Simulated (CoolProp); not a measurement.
The numbers come from the reference Helmholtz-energy equation of state, Span 1996 in CoolProp.

### Question
For carbon dioxide, give the phase and the speed of sound (m/s), Joule-Thomson coefficient (K/MPa) at 243 K and 251 kPa; 243 K and 795 kPa; 243 K and 7950 kPa.

### Answer
- 243 K and 251 kPa: gas; speed of sound 242, Joule-Thomson coefficient 18.8
- 243 K and 795 kPa: gas; speed of sound 234, Joule-Thomson coefficient 19.0
- 243 K and 7950 kPa: liquid; speed of sound 836, Joule-Thomson coefficient -0.0615
